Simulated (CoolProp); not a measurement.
Vapour-liquid equilibrium of propane (1) + dimethyl ether (2) at 0.127 MPa; x and y are mole fractions of (1).

The numbers come from the multi-fluid Helmholtz-energy mixture model, Lemmon 2009 and Wu 2011; pair parameters Bell 2016 in CoolProp.

| x | bubble temperature, mixture model (K) | bubble temperature, Raoult's law (K) | y, mixture model | y, Raoult's law |
|---|---|---|---|---|
| 0.05 | 250.7 | 252.5 | 0.156 | 0.094 |
| 0.125 | 247.2 | 250.9 | 0.321 | 0.222 |
| 0.2 | 244.7 | 249.3 | 0.433 | 0.335 |
| 0.275 | 242.8 | 247.8 | 0.515 | 0.435 |
| 0.35 | 241.4 | 246.4 | 0.579 | 0.525 |
| 0.425 | 240.2 | 245.0 | 0.631 | 0.604 |
| 0.5 | [?] | 243.7 | 0.676 | 0.676 |
| 0.575 | [?] | 242.5 | 0.718 | 0.740 |
| 0.65 | 237.9 | 241.3 | 0.758 | 0.797 |
| 0.725 | 237.3 | 240.1 | 0.800 | 0.849 |
| 0.8 | 236.9 | 239.0 | 0.844 | 0.896 |
| 0.875 | 236.5 | 238.0 | [?] | 0.938 |
| 0.95 | 236.3 | 236.9 | 0.954 | 0.976 |

Task: Complete the blanks.

Result: 
- 0.5, bubble temperature, mixture model (K): 239.3
- 0.575, bubble temperature, mixture model (K): 238.5
- 0.875, y, mixture model: 0.895

The largest gap from Raoult's law is -5.0 K in bubble temperature, at x = 0.35. No azeotrope shows between x = 0.05 and 0.95.

The pair parameters rest on a limited set of measurements; away from them the model extrapolates.
